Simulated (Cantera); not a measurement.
What does this Cantera script print?

```python
import numpy as np
import cantera as ct

gas_names = """
    CL CLO CL2 O O2 O3 Si SiCL SiCL2 SiCL3 SiCL4 SiO SiO2 Si2 Si3
""".split()
cond_names = """
    Si(cr) Si(L) SiO2(Lqz) SiO2(hqz) SiO2(L)
""".split()


# ... load() reads the species with a 1 bar reference pressure and builds the phases ...
atoms = {
    'SiCl4': {'Si': 1, 'CL': 4},
    'O2': {'O': 2},
}
top_T = {}  # K; cautious upper limits of use, not melting points


# ... equilibrate(T, P, feed) seeds the gas with the atoms and calls Mixture.equilibrate('TP', solver="vcs", rtol=1e-11, max_steps=5000) ...
results = []
feed = {'SiCl4': 1, 'O2': 0.053}  # mol
P = 11000  # Pa
for T in [600, 700, 800, 900, 1000, 1100, 1200, 1300, 1400, 1500, 1600, 1700, 1800]:
    mix = equilibrate(T, P, feed)
    results.append((T, P, feed, dict(zip(mix.species_names, mix.species_moles))))
    x = sorted(zip(gas.X, gas.species_names), reverse=True)
    print(f"T = {T:g} K  P = {P:g} Pa  gas = {mix.phase_moles(0):.4g} mol")
    print("   x: " + "  ".join(f"{s} {v:.3e}" for v, s in x if v > 1e-05))
    print("   condensed (mol): " + ("  ".join(f"{mix.phase(i).name} {mix.phase_moles(i):.4g}"
          for i in range(1, mix.n_phases) if mix.phase_moles(i) > 1e-12) or "none"))
```

Result:

```
T = 600 K  P = 11000 Pa  gas = 1.053 mol
   x: SiCL4 8.993e-01  CL2 1.007e-01
   condensed (mol): SiO2(Lqz) 0.053
T = 700 K  P = 11000 Pa  gas = 1.053 mol
   x: SiCL4 8.993e-01  CL2 1.007e-01
   condensed (mol): SiO2(Lqz) 0.053
T = 800 K  P = 11000 Pa  gas = 1.053 mol
   x: SiCL4 8.993e-01  CL2 1.007e-01
   condensed (mol): SiO2(Lqz) 0.053
T = 900 K  P = 11000 Pa  gas = 1.053 mol
   x: SiCL4 8.993e-01  CL2 1.006e-01  CL 7.071e-05
   condensed (mol): SiO2(hqz) 0.053
T = 1000 K  P = 11000 Pa  gas = 1.053 mol
   x: SiCL4 8.992e-01  CL2 1.005e-01  CL 3.712e-04
   condensed (mol): SiO2(hqz) 0.053
T = 1100 K  P = 11000 Pa  gas = 1.054 mol
   x: SiCL4 8.987e-01  CL2 9.987e-02  CL 1.444e-03
   condensed (mol): SiO2(hqz) 0.053
T = 1200 K  P = 11000 Pa  gas = 1.055 mol
   x: SiCL4 8.973e-01  CL2 9.821e-02  CL 4.466e-03
   condensed (mol): SiO2(hqz) 0.053
T = 1300 K  P = 11000 Pa  gas = 1.059 mol
   x: SiCL4 8.942e-01  CL2 9.435e-02  CL 1.149e-02  SiCL3 1.003e-05
   condensed (mol): SiO2(hqz) 0.053
T = 1400 K  P = 11000 Pa  gas = 1.066 mol
   x: SiCL4 8.879e-01  CL2 8.680e-02  CL 2.525e-02  SiCL3 6.064e-05
   condensed (mol): SiO2(hqz) 0.053
T = 1500 K  P = 11000 Pa  gas = 1.079 mol
   x: SiCL4 8.773e-01  CL2 7.436e-02  CL 4.803e-02  SiCL3 2.978e-04
   condensed (mol): SiO2(hqz) 0.053
T = 1600 K  P = 11000 Pa  gas = 1.097 mol
   x: SiCL4 8.618e-01  CL 7.945e-02  CL2 5.751e-02  SiCL3 1.261e-03
   condensed (mol): SiO2(hqz) 0.053
T = 1700 K  P = 11000 Pa  gas = 1.12 mol
   x: SiCL4 8.405e-01  CL 1.151e-01  CL2 3.951e-02  SiCL3 4.798e-03  SiCL2 5.391e-05
   condensed (mol): SiO2(L) 0.053
T = 1800 K  P = 11000 Pa  gas = 1.15 mol
   x: SiCL4 8.066e-01  CL 1.513e-01  CL2 2.523e-02  SiCL3 1.631e-02  SiCL2 5.321e-04  SiO 2.744e-05
   condensed (mol): SiO2(L) 0.05298
```

Method: chemical equilibrium by Gibbs-energy minimisation in Cantera with the NASA 1993 tables (ideal gas, pure condensed phases). The tables' values for SiCl3 are old estimates; treat these amounts as uncertain. The tables hold silica as quartz up to 1696 K and as liquid above; real silica turns to tridymite and cristobalite and melts near 1996 K.
